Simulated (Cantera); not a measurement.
# Thermodynamics of boron, boron nitride and boron oxide, feed B2O3 + NH3 + N2

Feed: 1 mol B2O3, 2.6 mol NH3, 170 mol N2, at 28.0 mbar.

Cantera equilibrium calculation (NASA polynomials, part measured and part estimated; ideal gas, pure solids and liquids). Candidate condensed phases: B, BN, B2O3, B3O3H3, H2O; 39 gas species. Mutual solubility and eutectic melting of coexisting phases are not modelled. Equilibrium is a limit: real reactors are often held back by kinetics, nucleation or transport.

From 873 K to 1523 K the condensed part is BN(s) + B2O3(l). The main B-bearing gas is HBO2 at 873 K and B2O3 at 1523 K.

| T (K) | x N2 | x H2 | x HBO2 | x B2O3 | x HBO | x H2O | x B2O2 | x H | n BN(s) | n B2O3(l) |
|---|---|---|---|---|---|---|---|---|---|---|
| 873 | 0.978 | 0.0222 | 5.97e-8 | <1e-12 | 1.27e-11 | 6.73e-5 | <1e-12 | 4.16e-11 | 0.00786 | 0.996 |
| 923 | 0.978 | 0.0222 | 2.21e-7 | 2.18e-12 | 1.14e-10 | 6.65e-5 | <1e-12 | 2.18e-10 | 0.00778 | 0.996 |
| 973 | 0.978 | 0.0222 | 7.08e-7 | 3.16e-11 | 8.19e-10 | 6.55e-5 | <1e-12 | 9.63e-10 | 0.00769 | 0.996 |
| 1023 | 0.978 | 0.0222 | 2.01e-6 | 3.51e-10 | 4.81e-9 | 6.43e-5 | <1e-12 | 3.69e-9 | 0.00763 | 0.996 |
| 1073 | 0.978 | 0.0222 | 5.15e-6 | 3.08e-9 | 2.39e-8 | 6.30e-5 | <1e-12 | 1.25e-8 | 0.00766 | 0.996 |
| 1123 | 0.978 | 0.0222 | 1.20e-5 | 2.21e-8 | 1.02e-7 | 6.17e-5 | 1.40e-11 | 3.79e-8 | 0.00790 | 0.995 |
| 1173 | 0.978 | 0.0222 | 2.60e-5 | 1.33e-7 | 3.87e-7 | 6.03e-5 | 1.57e-10 | 1.05e-7 | 0.00855 | 0.993 |
| 1223 | 0.978 | 0.0222 | 5.26e-5 | 6.87e-7 | 1.30e-6 | 5.90e-5 | 1.44e-9 | 2.68e-7 | 0.00988 | 0.990 |
| 1273 | 0.978 | 0.0221 | 0.000100 | 3.10e-6 | 3.99e-6 | 5.76e-5 | 1.11e-8 | 6.34e-7 | 0.0123 | 0.984 |
| 1323 | 0.978 | 0.0221 | 0.000181 | 1.24e-5 | 1.12e-5 | 5.61e-5 | 7.25e-8 | 1.41e-6 | 0.0165 | 0.973 |
| 1373 | 0.978 | 0.0220 | 0.000311 | 4.47e-5 | 2.89e-5 | 5.47e-5 | 4.12e-7 | 2.95e-6 | 0.0228 | 0.951 |
| 1423 | 0.977 | 0.0219 | 0.000514 | 0.000147 | 6.98e-5 | 5.32e-5 | 2.06e-6 | 5.87e-6 | 0.0319 | 0.907 |
| 1473 | 0.977 | 0.0217 | 0.000815 | 0.000441 | 0.000158 | 5.15e-5 | 9.24e-6 | 1.11e-5 | 0.0432 | 0.814 |
| 1523 | 0.976 | 0.0214 | 0.00125 | 0.00123 | 0.000338 | 4.96e-5 | 3.74e-5 | 2.02e-5 | 0.0542 | 0.610 |
x: gas mole fraction; n: condensed amount in mol.
